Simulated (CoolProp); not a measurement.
Octamethylcyclotetrasiloxane (D4) along the isotherm 346.85 °C: Z from the reference equation and from simpler models built on Tc = 313.4 °C, pc = 1.347 MPa, ω = 0.598; each cubic takes its own stable root.

Computed with CoolProp (reference Helmholtz-energy equation of state, Thol 2015).

```json
[
 {"p (MPa)": "0.0426", "phase": "gas", "reference": "0.9910"},
 {"p (MPa)": "0.0643", "phase": "gas", "reference": "0.9863"},
 {"p (MPa)": "0.097", "phase": "gas", "reference": "0.9793"},
 {"p (MPa)": "0.146", "phase": "gas", "reference": "0.9687"},
 {"p (MPa)": "0.221", "phase": "gas", "reference": "0.9521"},
 {"p (MPa)": "0.333", "phase": "gas", "reference": "0.9266"},
 {"p (MPa)": "0.502", "phase": "gas", "reference": "0.8867"},
 {"p (MPa)": "0.758", "phase": "gas", "reference": "0.8220"},
 {"p (MPa)": "1.14", "phase": "gas", "reference": "0.7135"},
 {"p (MPa)": "1.72", "phase": "supercritical", "reference": "0.5054"},
 {"p (MPa)": "2.6", "phase": "supercritical", "reference": "0.3545"},
 {"p (MPa)": "3.92", "phase": "supercritical", "reference": "0.4436"},
 {"p (MPa)": "5.92", "phase": "supercritical", "reference": "0.6066"},
 {"p (MPa)": "8.93", "phase": "supercritical", "reference": "0.8487"},
 {"p (MPa)": "13.5", "phase": "supercritical", "reference": "1.202"}
]
```

Question: How far does each simpler model (van der Waals, Soave-Redlich-Kwong) lie from the reference over these 15 states: mean and median of the absolute difference, and the worst?

Answer: 
- van der Waals: mean 11.4 %, median 0.9 %, worst +31.8 % at 346.85 °C and 13.5 MPa
- Soave-Redlich-Kwong: mean 4.3 %, median 1.2 %, worst +19.2 % at 346.85 °C and 2.6 MPa
